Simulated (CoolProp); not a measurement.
Vapour-liquid equilibrium of C2F6 (R116) (1) + R134a (2) at 248.3 K; x and y are mole fractions of (1).

Model: multi-fluid Helmholtz-energy mixture model, Lemmon 2006 and Tillner-Roth 1994; pair parameters Bell 2016, in CoolProp.

```
x      bubble pressure (kPa)  y at the bubble point  dew pressure at overall composition x (kPa)  liquid density (mol/L)
-----  ---------------------  ---------------------  -------------------------------------------  ----------------------
0.05                   239.9                  0.555                                        112.8                   13.24
0.125                  395.0                  0.734                                        122.6                   12.91
0.2                    505.7                  0.797                                        134.1                   12.59
0.275                  582.8                  0.828                                        147.9                   12.26
0.35                   636.0                  0.846                                        165.0                   11.94
0.425                  673.8                  0.859                                        186.3                   11.63
0.5                    702.9                  0.869                                        214.0                   11.32
0.575                  728.3                  0.878                                        251.1                   11.02
0.65                   753.2                  0.888                                        303.5                   10.73
0.725                  780.0                  0.901                                        382.6                   10.45
0.8                    809.8                  0.917                                        512.9                   10.19
0.875                  842.7                  0.940                                        720.6                   9.955
0.95                   877.7                  0.972                                        854.6                   9.745
```

No azeotrope shows between x = 0.05 and 0.95.

Pair parameters are fitted to limited data, so mixtures are less certain than the pure fluids. With so large a gap from Raoult's law the liquid may split in two, which this calculation doesn't test in full.
